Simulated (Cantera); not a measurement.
## Catalytic combustion on Pt

An isothermal plug-flow reactor at 675 K and 0.760 atm (inlet), inlet velocity 0.1 m/s, active area per volume 740 1/m; feed CO : O2 : N2 : H2O = 0.007 : 0.15 : 0.79 : 0.06 (molar parts), equivalence ratio 0.023.

Detailed kinetics in Cantera: Deutschmann's 1995 Pt surface mechanism with GRI-Mech 3.0 gas chemistry. Catalytic surfaces can have several steady states; this one follows from the mechanism file's or the stated starting coverage. Mass transfer to the wall is taken as infinitely fast.

```tsv
z (m)	x CO	x O2	x H2O	x CO2	θ free Pt	θ O*	θ OH*	θ CO*
0.00011	0.00682	0.149	0.0596	0.000131	0.00868	0.986	0.00462	0.00106
0.00018	0.00674	0.149	0.0596	0.000209	0.00854	0.986	0.00458	0.00101
0.0003	0.00662	0.149	0.0596	0.000335	0.00832	0.986	0.00452	0.000941
0.00051	0.00642	0.149	0.0596	0.000537	0.00800	0.987	0.00444	0.000844
0.00084	0.00614	0.149	0.0596	0.000817	0.00762	0.987	0.00433	0.000731
0.0014	0.00574	0.148	0.0596	0.00122	0.00715	0.988	0.00420	0.000602
0.0023	0.00522	0.148	0.0596	0.00174	0.00666	0.989	0.00405	0.000475
0.0039	0.00452	0.148	0.0597	0.00244	0.00614	0.990	0.00389	0.000349
0.0065	0.00370	0.148	0.0597	0.00326	0.00566	0.990	0.00374	0.000243
0.011	0.00276	0.147	0.0597	0.00421	0.00523	0.991	0.00360	0.000154
```
x: gas mole fraction; θ: surface coverage.
